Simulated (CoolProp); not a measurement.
Vapour-liquid equilibrium of R1234ze(E) (1) + R227EA (2) at 0.723 MPa; x and y are mole fractions of (1).

Model: multi-fluid Helmholtz-energy mixture model, Thol 2016 and Lemmon 2016; pair parameters Bell 2023, in CoolProp.

```json
[
 {"x": "0.05", "bubble temperature (°C)": "40.8", "y at the bubble point": "0.056", "dew temperature at overall composition x (°C)": "40.8", "liquid density (mol/L)": "7.824"},
 {"x": "0.15", "bubble temperature (°C)": "40.2", "y at the bubble point": "0.164", "dew temperature at overall composition x (°C)": "40.3", "liquid density (mol/L)": "7.998"},
 {"x": "0.25", "bubble temperature (°C)": "39.7", "y at the bubble point": "0.269", "dew temperature at overall composition x (°C)": "39.8", "liquid density (mol/L)": "8.178"},
 {"x": "0.35", "bubble temperature (°C)": "39.3", "y at the bubble point": "0.371", "dew temperature at overall composition x (°C)": "39.3", "liquid density (mol/L)": "8.366"},
 {"x": "0.45", "bubble temperature (°C)": "38.9", "y at the bubble point": "0.470", "dew temperature at overall composition x (°C)": "38.9", "liquid density (mol/L)": "8.562"},
 {"x": "0.55", "bubble temperature (°C)": "38.5", "y at the bubble point": "0.567", "dew temperature at overall composition x (°C)": "38.6", "liquid density (mol/L)": "8.766"},
 {"x": "0.65", "bubble temperature (°C)": "38.3", "y at the bubble point": "0.662", "dew temperature at overall composition x (°C)": "38.3", "liquid density (mol/L)": "8.979"},
 {"x": "0.75", "bubble temperature (°C)": "38.1", "y at the bubble point": "0.757", "dew temperature at overall composition x (°C)": "38.1", "liquid density (mol/L)": "9.203"},
 {"x": "0.85", "bubble temperature (°C)": "37.9", "y at the bubble point": "0.853", "dew temperature at overall composition x (°C)": "37.9", "liquid density (mol/L)": "9.438"},
 {"x": "0.95", "bubble temperature (°C)": "37.9", "y at the bubble point": "0.950", "dew temperature at overall composition x (°C)": "37.9", "liquid density (mol/L)": "9.685"}
]
```

No azeotrope shows between x = 0.05 and 0.95.

The pair parameters rest on a limited set of measurements; away from them the model extrapolates.
